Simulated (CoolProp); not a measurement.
Vapour-liquid equilibrium of ammonia (1) + benzene (2) at 6.21 bar; x and y are mole fractions of (1).

Values from CoolProp's multi-fluid Helmholtz-energy mixture model, Gao 2020 and Thol 2012; pair parameters Bell 2016.

Question: Give the bubble temperature and the first vapour's composition at x = 0.2, 0.35, 0.725. Is there an azeotrope?

Answer: x = 0.2: 36.3 °C, y = 0.966; x = 0.35: 21.9 °C, y = 0.983; x = 0.725: 15.9 °C, y = 0.989. No azeotrope shows between x = 0.05 and 0.95.

The pair parameters rest on a limited set of measurements; away from them the model extrapolates. With so large a gap from Raoult's law the liquid may split in two, which this calculation doesn't test in full.
